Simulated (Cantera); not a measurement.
Input (Python, Cantera):

```python
import numpy as np
import cantera as ct

gas = ct.Solution("gri30.yaml")
gas.TPX = 1200, 36000, {'N2O': 1, 'N2': 0.47}
inlet = ct.Reservoir(gas, clone=True)

reactor = ct.IdealGasConstPressureReactor(gas, energy="off", clone=False)
exhaust = ct.Reservoir(gas, clone=True)
tau = [16, 5.7, 2, 0.7, 0.25, 0.086, 0.03, 0.011, 0.0038, 0.0013, 0.00046][0]
for a, b in ((inlet, reactor), (reactor, exhaust)):
    ct.MassFlowController(a, b, mdot=lambda t: reactor.mass / tau)
net = ct.ReactorNet([reactor])
show = ['N2O', 'O2', 'NO', 'O', 'N2', 'NO2']

rows = []
print(f"{'tau/s':>10s}{'T/K':>9s}" + "".join(f"{s:>11s}" for s in show))
for tau in [16, 5.7, 2, 0.7, 0.25, 0.086, 0.03, 0.011, 0.0038, 0.0013, 0.00046]:
    net.initial_time = 0.0
    net.advance(30 * tau)
    before = gas.X
    net.advance(40 * tau)
    drift = np.max(np.abs(gas.X - before) / (gas.X + 1e-9))
    rows.append([gas.T, *gas[show].X, drift])
    print(f"{tau:10.3e}{gas.T:9.1f}" + "".join(f"{x:11.3e}" for x in gas[show].X))
```

It prints:

```
     tau/s      T/K        N2O         O2         NO          O         N2        NO2
 1.600e+01   1200.0  1.392e-01  1.849e-01  3.376e-02  1.197e-06  6.420e-01  1.398e-04
 5.700e+00   1200.0  2.708e-01  1.383e-01  2.879e-02  1.472e-06  5.620e-01  1.172e-04
 2.000e+00   1200.0  4.361e-01  8.191e-02  1.826e-02  1.652e-06  4.637e-01  7.281e-05
 7.000e-01   1200.0  5.664e-01  3.807e-02  8.741e-03  1.739e-06  3.867e-01  3.355e-05
 2.500e-01   1200.0  6.343e-01  1.536e-02  3.566e-03  1.774e-06  3.468e-01  1.256e-05
 8.600e-02   1200.0  6.637e-01  5.544e-03  1.294e-03  1.787e-06  3.295e-01  3.675e-06
 3.000e-02   1200.0  6.744e-01  1.967e-03  4.599e-04  1.790e-06  3.232e-01  8.440e-07
 1.100e-02   1200.0  6.781e-01  7.244e-04  1.696e-04  1.789e-06  3.210e-01  1.604e-07
 3.800e-03   1200.0  6.795e-01  2.498e-04  5.851e-05  1.782e-06  3.202e-01  2.251e-08
 1.300e-03   1200.0  6.800e-01  8.448e-05  1.980e-05  1.760e-06  3.199e-01  2.749e-09
 4.600e-04   1200.0  6.802e-01  2.893e-05  6.781e-06  1.703e-06  3.198e-01  3.299e-10
```

Computed with Cantera and GRI-Mech 3.0 (53 species, 325 reactions). GRI-Mech 3.0 was tuned for natural gas; its chemistry of N2O as a main component is partial and can be far from experiment. The mechanism lacks the step 2 NO + O2 → 2 NO2, which can matter for NO2 below about 1400 K. The temperature is held fixed by assumption; the heat of reaction is taken as removed at once.
